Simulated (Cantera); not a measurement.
An isothermal, constant-pressure homogeneous reactor starts with N2O : N2 = 1 : 0.13 (molar parts), at 1475 K and 35.3 Torr. Integrator tolerance rtol = 1e-08.

Detailed kinetics in Cantera: GRI-Mech 3.0 (53 species, 325 reactions). GRI-Mech 3.0 was tuned for natural gas; its chemistry of N2O as a main component is partial and can be far from experiment. Radical loss at walls, strong at low pressure, is not modelled. The temperature is held fixed by assumption; the heat of reaction is taken as removed at once.

What does this change do: temperature 1475 to 1373 K?


```json
[
 {"quantity": "x(N2O) at 2.00 s", "before": "0.0148 (gas-phase equilibrium 1.54e-8)", "after": "0.254 (gas-phase equilibrium 9.22e-9)"},
 {"quantity": "x(N2) at 2.00 s", "before": "0.614 (gas-phase equilibrium 0.693)", "after": "0.488 (gas-phase equilibrium 0.693)"},
 {"quantity": "x(NO) at 2.00 s", "before": "0.139 (gas-phase equilibrium 0.00123)", "after": "0.0799 (gas-phase equilibrium 0.000707)"},
 {"quantity": "x(O2) at 2.00 s", "before": "0.232 (gas-phase equilibrium 0.306)", "after": "0.179 (gas-phase equilibrium 0.306)"},
 {"quantity": "x(O) at 2.00 s", "before": "3.69e-5 (gas-phase equilibrium 7.37e-6)", "after": "1.82e-5 (gas-phase equilibrium 1.58e-6)"},
 {"quantity": "x(NO2) at 2.00 s", "before": "7.38e-5 (gas-phase equilibrium 1.86e-6)", "after": "3.85e-5 (gas-phase equilibrium 1.51e-6)"}
]
```
The mechanism lacks the step 2 NO + O2 → 2 NO2, which can matter for NO2 below about 1400 K.

What does this change do: temperature 1475 to 1100 K?


```tsv
quantity	before	after
x(N2O) at 2.00 s	0.0148 (gas-phase equilibrium 1.54e-8)	0.876 (gas-phase equilibrium 1.48e-9)
x(N2) at 2.00 s	0.614 (gas-phase equilibrium 0.693)	0.121 (gas-phase equilibrium 0.693)
x(NO) at 2.00 s	0.139 (gas-phase equilibrium 0.00123)	0.000437 (gas-phase equilibrium 9.69e-5)
x(O2) at 2.00 s	0.232 (gas-phase equilibrium 0.306)	0.00298 (gas-phase equilibrium 0.307)
x(O) at 2.00 s	3.69e-5 (gas-phase equilibrium 7.37e-6)	3.32e-7 (gas-phase equilibrium 6.42e-9)
x(NO2) at 2.00 s	7.38e-5 (gas-phase equilibrium 1.86e-6)	1.35e-7 (gas-phase equilibrium 7.23e-7)
```
The mechanism lacks the step 2 NO + O2 → 2 NO2, which can matter for NO2 below about 1400 K.
